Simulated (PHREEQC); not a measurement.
Dissolve 17 mmol/kgw HCl, 34 mmol/kgw FeSO4 and 25 mmol/kgw Na2SO4 at 20 °C. Closed to the air; pH follows from the charge balance.

Model: ion-association model, phreeqc.dat, run in PHREEQC.

This is a speciation only: nothing precipitates in the calculation.

Problem. Order these Fe species by the share of Fe that they hold, largest first: Fe+2, FeSO4, FeHSO4+, FeCl+.

Solution. Fe+2 (60 %), FeSO4 (38 %), FeHSO4+ (2.1 %), FeCl+ (0.48 %)

The pH is 2.19 and the ionic strength 0.152 mol/kgw. Complexes and solids missing from the database can't appear.
